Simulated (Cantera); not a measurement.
Equilibrium for carbothermic reduction: CuO + CO + H₂

Input: 1 mol CuO, 2.5 mol CO, 9.6 mol H₂, equilibrated at 1.60 mbar.

Equilibrium computed with Cantera from the NASA thermochemical tables; the gas is ideal and each condensed phase is pure. Candidate condensed phases: C, C₆H₆, C₇H₈, C₈H₁₈, Cu, CuO, Cu(OH)₂, Cu₂O, H₂O; 113 gas species. Equilibrium is a limit: real reactors are often held back by kinetics, nucleation or transport.

From 825 K to 1325 K the condensed part is Cu(s). From 1425 K to 1525 K the condensed part is Cu(l).

```tsv
T (K)	x H₂	x CO	x H₂O	x CO₂	x Cu	x H	x CH₄	x Cu₂	n Cu(s)	n Cu(l)
825	0.748	0.170	0.0457	0.0370	1.94e-12	1.71e-10	4.53e-5	<1e-12	1.00	0
925	0.738	0.179	0.0554	0.0272	3.76e-10	5.59e-9	1.12e-6	<1e-12	1.00	0
1025	0.731	0.186	0.0621	0.0205	2.59e-8	9.31e-8	5.85e-8	<1e-12	1.00	0
1125	0.727	0.191	0.0667	0.0159	8.35e-7	9.47e-7	5.21e-9	9.37e-12	1.000	0
1225	0.723	0.194	0.0699	0.0128	1.51e-5	6.63e-6	6.94e-10	5.70e-10	1.000	0
1325	0.721	0.196	0.0721	0.0105	0.000176	3.47e-5	1.26e-10	1.83e-8	0.998	0
1425	0.719	0.197	0.0736	0.00889	0.00136	0.000145	2.91e-11	3.19e-7	0	0.984
1525	0.712	0.197	0.0743	0.00765	0.00778	0.000499	8.06e-12	3.57e-6	0	0.905
```
x: gas mole fraction; n: condensed amount in mol.
